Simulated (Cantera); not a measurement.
Cantera run, input and output.

```python
import numpy as np
import cantera as ct

surf = ct.Interface("diamond.yaml", "diamond_100")
gas, bulk = surf.adjacent["gas"], surf.adjacent["diamond"]
k = surf.kinetics_species_index(bulk.species_names[0])
cover = ["c6HH", "c6H*", "c6*H", "c6**", "c6HM", "c6B"]

rows, drift = [], 0.0
print(f"{'T':>10s}{'um/h':>11s}" + "".join(f"{s:>11s}" for s in cover))
for v in [900, 950, 1000, 1050, 1100, 1150, 1200, 1250, 1300, 1350, 1400]:
    T, P, xH, xCH3 = v, 1400, 0.05, 0.00091
    gas.TPX = T, P, {"H": xH, "CH3": xCH3, "CH4": 0.018, "H2": 1 - xH - xCH3 - 0.018}
    surf.TP = bulk.TP = T, P
    surf.coverages = "c6H*:0.1, c6HH:0.9"
    surf.advance_coverages(100.0)
    before = surf.coverages
    surf.advance_coverages(100.0)
    drift = max(drift, np.max(np.abs(surf.coverages - before) / (surf.coverages + 1e-9)))
    rate = surf.net_production_rates[k] * bulk.mean_molecular_weight / bulk.density * 3.6e9
    rows.append([rate, *surf[cover].coverages])
    print(f"{v:10.4g}{rate:11.4e}" + "".join(f"{x:11.3e}" for x in rows[-1][1:]))
```

It prints:

```
         T       um/h       c6HH       c6H*       c6*H       c6**       c6HM        c6B
       900 3.9288e+00  6.790e-01  1.040e-02  2.875e-01  4.318e-03  1.511e-02  1.066e-08
       950 5.2040e+00  6.333e-01  1.405e-02  3.303e-01  6.620e-03  1.208e-02  1.412e-08
      1000 6.6010e+00  5.887e-01  1.822e-02  3.701e-01  9.675e-03  9.697e-03  1.791e-08
      1050 7.9667e+00  5.463e-01  2.284e-02  4.062e-01  1.357e-02  7.714e-03  2.162e-08
      1100 8.9356e+00  5.065e-01  2.782e-02  4.383e-01  1.839e-02  5.893e-03  2.425e-08
      1150 8.9165e+00  4.696e-01  3.307e-02  4.665e-01  2.416e-02  4.091e-03  2.420e-08
      1200 7.6363e+00  4.357e-01  3.849e-02  4.907e-01  3.092e-02  2.432e-03  2.072e-08
      1250 5.8243e+00  4.043e-01  4.398e-02  5.107e-01  3.863e-02  1.225e-03  1.580e-08
      1300 4.4764e+00  3.754e-01  4.944e-02  5.266e-01  4.724e-02  5.515e-04  1.215e-08
      1350 3.8697e+00  3.489e-01  5.479e-02  5.388e-01  5.668e-02  2.360e-04  1.050e-08
      1400 3.7375e+00  3.247e-01  6.000e-02  5.478e-01  6.690e-02  9.942e-05  1.014e-08
```

Computed with Cantera and the Harris–Goodwin 1993 mechanism for the reconstructed diamond (100) surface.
